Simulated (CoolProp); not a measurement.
The fluid at 234.79 K and 5.06 MPa (liquid) is heated at constant pressure to 303 K. The same conditions are run with several fluids, on thermodynamics alone (safety and materials aside).

Model: reference Helmholtz-energy equation of state of each fluid (n-perfluorohexane: Gao 2022; R115: Lemmon 2016; propylene glycol: Eisenbach 2021; decamethyltetrasiloxane (MD2M): Thol 2017; propylene: Lemmon 2013), in CoolProp.

```tsv
fluid	heat (kJ/kg)	final density (kg/m³)
n-perfluorohexane	68.0	___
R115	___	___
propylene glycol	___	___
decamethyltetrasiloxane (MD2M)	___	851
propylene	162	510
```

Problem. Some entries are withheld; supply them.

Solution. 
- n-perfluorohexane, final density (kg/m³): 1680
- R115, heat (kJ/kg): 67.4
- R115, final density (kg/m³): 1310
- propylene glycol, heat (kJ/kg): 157
- propylene glycol, final density (kg/m³): 1030
- decamethyltetrasiloxane (MD2M), heat (kJ/kg): 113
